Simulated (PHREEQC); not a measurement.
Dissolve 0.017 mol/kgw CuCl2, 0.04 mol/kgw HBF4 and 0.00023 mol/kgw H3BO3 at 74 °C. Closed to the air; pH follows from the charge balance.

All values are PHREEQC results (ion-association model, phreeqc.dat), not measurements.

Precipitation was switched off in this run.

**Question.** Estimate the pH, ionic strength.

**Answer.** pH 1.54; ionic strength 0.0792 mol/kgw.

**Question.** In which forms is Cu present?

**Answer.** Cu+2 79 %, CuCl+ 20 % of the Cu.

Away from 25 °C the constants follow the database's enthalpies or fits; those with neither stay at their 25 °C values. Real BF4- forms and hydrolyses slowly; the run takes it at equilibrium.
